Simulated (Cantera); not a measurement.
An adiabatic, constant-pressure homogeneous reactor starts with H2 : O2 : N2 = 1 : 1.06 : 4 (molar parts), at 1400 K and 293 Torr. Integrator tolerance rtol = 1e-08.

Computed with Cantera and the H2/O2 subset of GRI-Mech 3.0, which has no nitrogen chemistry.

Q: What does this change do: initial temperature 1400 to 1525 K?

A: 
```
quantity                                                            before                                    after
---------------------------------  ---------------------------------------  ---------------------------------------
time of steepest temperature rise                                  51.2 µs                                  33.4 µs
temperature at 0.600 s                                              2426 K                                   2496 K
equilibrium temperature                                             2426 K                                   2496 K
x(H2) at 0.600 s                   0.00355 (gas-phase equilibrium 0.00355)  0.00495 (gas-phase equilibrium 0.00495)
x(O2) at 0.600 s                     0.0957 (gas-phase equilibrium 0.0957)    0.0944 (gas-phase equilibrium 0.0944)
x(H) at 0.600 s                    0.00173 (gas-phase equilibrium 0.00173)  0.00281 (gas-phase equilibrium 0.00281)
x(OH) at 0.600 s                     0.0153 (gas-phase equilibrium 0.0153)    0.0189 (gas-phase equilibrium 0.0189)
x(H2O) at 0.600 s                      0.166 (gas-phase equilibrium 0.166)      0.162 (gas-phase equilibrium 0.162)
x(O) at 0.600 s                    0.00495 (gas-phase equilibrium 0.00495)  0.00704 (gas-phase equilibrium 0.00704)
```

Q: What does this change do: H2 1 to 1.6 parts?

A: 
```tsv
quantity	before	after
time of steepest temperature rise	51.2 µs	47.5 µs
temperature at 0.600 s	2426 K	2661 K
equilibrium temperature	2426 K	2661 K
x(H2) at 0.600 s	0.00355 (gas-phase equilibrium 0.00355)	0.0212 (gas-phase equilibrium 0.0212)
x(O2) at 0.600 s	0.0957 (gas-phase equilibrium 0.0957)	0.0439 (gas-phase equilibrium 0.0439)
x(H) at 0.600 s	0.00173 (gas-phase equilibrium 0.00173)	0.0115 (gas-phase equilibrium 0.0115)
x(OH) at 0.600 s	0.0153 (gas-phase equilibrium 0.0153)	0.0297 (gas-phase equilibrium 0.0297)
x(H2O) at 0.600 s	0.166 (gas-phase equilibrium 0.166)	0.223 (gas-phase equilibrium 0.223)
x(O) at 0.600 s	0.00495 (gas-phase equilibrium 0.00495)	0.0103 (gas-phase equilibrium 0.0103)
```
